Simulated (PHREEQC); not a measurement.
Solution (25 °C): 0.0053 mol/kgw NH3, 0.00026 mol/kgw H4SiO4 and 0.00028 mol/kgw K2CO3. Closed to the air; pH follows from the charge balance.

All values are PHREEQC results (ion-association model, wateq4f.dat), not measurements.

```
Item                        Value
----------------  ---------------
pH                          10.41
ionic strength    0.00107 mol/kgw
total alkalinity      5.86 meq/kg
```

| species | molality | activity | log γ |
|---|---|---|---|
| NH3 | 0.00495 | 0.00495 | 0.000 |
| K+ | 0.000560 | 0.000540 | -0.016 |
| NH4+ | 0.000353 | 0.000340 | -0.016 |
| OH- | 0.000265 | 0.000256 | -0.016 |
| H3SiO4- | 0.000207 | 0.000199 | -0.016 |
| CO3-2 | 0.000160 | 0.000138 | -0.063 |
| HCO3- | 0.000120 | 0.000116 | -0.016 |
| H4SiO4 | 5.29e-5 | 5.29e-5 | 0.000 |
| H2SiO4-2 | 4.00e-7 | 3.46e-7 | -0.063 |
| CO2 | 1.02e-8 | 1.02e-8 | 0.000 |

Precipitation was switched off in this run.
